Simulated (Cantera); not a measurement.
An adiabatic, constant-pressure homogeneous reactor starts with 11.1 % CO, 2.33 % H2, 18.2 % O2, 68.3 % N2, equivalence ratio 0.37, at 973 K and 750 Torr.

Computed with Cantera and GRI-Mech 3.0 (53 species, 325 reactions).

Question: Predict: time of steepest temperature rise; temperature at 9.00 s; equilibrium temperature; x(CO) at 9.00 s; x(H2) at 9.00 s; x(O2) at 9.00 s; x(O) at 9.00 s; x(HO2) at 9.00 s; x(NO2) at 9.00 s.

Answer: 
* **time of steepest temperature rise**: 1.35 ms
* **temperature at 9.00 s**: 2002 K
* **equilibrium temperature**: 2002 K
* **x(CO) at 9.00 s**: 0.000462 (gas-phase equilibrium 0.000461)
* **x(H2) at 9.00 s**: 2.09e-5 (gas-phase equilibrium 2.08e-5)
* **x(O2) at 9.00 s**: 0.120 (gas-phase equilibrium 0.120)
* **x(O) at 9.00 s**: 0.000237 (gas-phase equilibrium 0.000237)
* **x(HO2) at 9.00 s**: 9.32e-7 (gas-phase equilibrium 9.31e-7)
* **x(NO2) at 9.00 s**: 7.10e-6 (gas-phase equilibrium 7.31e-6)
